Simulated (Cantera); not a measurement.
An isothermal, constant-pressure homogeneous reactor starts with 1.69 % C3H8, 98.3 % H2, at 1925 K and 0.987 atm.

Computed with Cantera and GRI-Mech 3.0 (53 species, 325 reactions). GRI-Mech 3.0 was tuned for natural gas; its chemistry of propane as a main component is partial and can be far from experiment. GRI-Mech 3.0 stops at C3 and has no aromatics, soot or wall deposition, so with more carbon than oxygen in the feed, carbon stays in small species such as C2H2 where larger ones or solid carbon would form.

One state of this run: x C3H8 = 1.59e-11; x H2 = 0.973; x C2H4 = 0.000224; x CH3 = 6.75e-5; x C2H2 = 0.0223; x C2H6 = 1.53e-7; x H = 0.000950. x: mole fraction; the columns are a selection and need not sum to one.

### Question
Which value of t (s) does it belong to?
A) 0.00334
B) 0.419
C) 0.0231
D) 0.000184

### Answer
B, 0.419
